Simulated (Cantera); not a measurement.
A Cantera script and what it prints.

```python
import numpy as np
import cantera as ct

gas_names = """
    B BH BH2 BH3 BN BO BO2 B2 B2O B2O2 B2O3 B3O3H3 H HBO HBO2 HNO HNO2 HNO3 HO2 H2 H2O H2O2 H3B3O6 N NH
    NH2 NH3 NH2OH NO NO2 NO3 N2 N2H2 N2H4 N2O O OH O2 O3
""".split()
cond_names = """
    B(b) B(L) BN(s) B2O3(L) B3O3H3(cr) H2O(s) H2O(L)
""".split()


# ... load() reads the species with a 1 bar reference pressure and builds the phases ...
atoms = {
    'borazine': {'B': 3, 'N': 3, 'H': 6},
    'O2': {'O': 2},
}
top_T = {'BN(s)': 3200}  # K; cautious upper limits of use, not melting points


# ... equilibrate(T, P, feed) seeds the gas with the atoms and calls Mixture.equilibrate('TP', solver="vcs", rtol=1e-11, max_steps=5000) ...
results = []
feed = {'borazine': 1, 'O2': 0.62}  # mol
T = 1400  # K
P = 180  # Pa
mix = equilibrate(T, P, feed)
results.append((T, P, feed, dict(zip(mix.species_names, mix.species_moles))))
print(gas.report(threshold=0.001))
for i in range(1, mix.n_phases):
    print(f"{mix.phase(i).name:16s} {mix.phase_moles(i):12.5e} mol")
```

Output:

```
       temperature   1400 K
          pressure   180 Pa
           density   8.5e-05 kg/m^3
  mean mol. weight   5.4968 kg/kmol
   phase of matter   gas

                          1 kg             1 kmol
                     ---------------   ---------------
          enthalpy        5.3376e+06         2.934e+07  J
   internal energy          3.22e+06          1.77e+07  J
           entropy             43959        2.4163e+05  J/K
    Gibbs function       -5.6205e+07       -3.0895e+08  J
 heat capacity c_p            5929.3             32592  J/K
 heat capacity c_v            4416.7             24278  J/K

                      mass frac. Y      mole frac. X     chem. pot. / RT
                     ---------------   ---------------   ---------------
              B2O3          0.016909         0.0013351           -126.32
               HBO           0.01321         0.0026103           -57.582
              HBO2          0.036213         0.0045431           -93.597
                H2           0.31937           0.87079           -24.862
                N2           0.61207            0.1201           -34.242
     [  +34 minor]         0.0022263        0.00062036

B(b)              0.00000e+00 mol
BN(s)             2.17632e+00 mol
B2O3(L)           3.94709e-01 mol
B3O3H3(cr)        0.00000e+00 mol
```

Equilibrium computed with Cantera from the NASA thermochemical tables; the gas is ideal and each condensed phase is pure. The feed counts by its element totals alone. Mutual solubility and eutectic melting of coexisting phases are not modelled.
